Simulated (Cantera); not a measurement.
Equilibrium for boron, boron nitride and boron oxide: borazine + O₂ + H₂ + H₂O

Charge: 1 mol borazine, 0.14 mol O₂, 14 mol H₂, 1.3 mol H₂O, equilibrated at 0.133 bar.

Cantera equilibrium calculation (NASA polynomials, part measured and part estimated; ideal gas, pure solids and liquids). Candidate condensed phases: B, BN, B₂O₃, B₃O₃H₃, H₂O; 39 gas species. The feed counts by its element totals alone. Mutual solubility and eutectic melting of coexisting phases are not modelled. The tables' values for BH₂ are old estimates; treat these amounts as uncertain. Gases not in the tables: H₃BO₃, B₂H₆ and higher boranes. Rates play no part.

```tsv
T (K)	x H₂	x HBO	x N₂	x H	x BO	x HBO₂	n BN(s)	n B₂O₃(l)
1698	0.939	0.0144	0.0282	0.000384	0.000118	0.00998	1.92	0.176
1748	0.922	0.0232	0.0296	0.000601	0.000286	0.0116	1.85	0
1798	0.916	0.0295	0.0315	0.000923	0.000531	0.00893	1.77	0
1848	0.910	0.0360	0.0334	0.00138	0.000926	0.00656	1.69	0
1898	0.903	0.0419	0.0352	0.00203	0.00152	0.00457	1.61	0
1948	0.897	0.0469	0.0366	0.00293	0.00234	0.00302	1.55	0
1998	0.892	0.0504	0.0377	0.00415	0.00341	0.00190	1.50	0
2048	0.888	0.0527	0.0385	0.00578	0.00475	0.00115	1.47	0
2098	0.884	0.0537	0.0389	0.00792	0.00638	0.000686	1.44	0
2148	0.879	0.0538	0.0392	0.0107	0.00832	0.000404	1.43	0
2198	0.875	0.0532	0.0394	0.0143	0.0106	0.000237	1.41	0
2248	0.869	0.0520	0.0397	0.0188	0.0131	0.000139	1.40	0
```
x: gas mole fraction; n: condensed amount in mol.

At 1698 K the condensed part is BN(s) + B₂O₃(l). From 1748 K to 2248 K the condensed part is BN(s). The share of B in condensed phases is highest at 1698 K (75.6 %) and lowest at 2248 K (46.6 %).
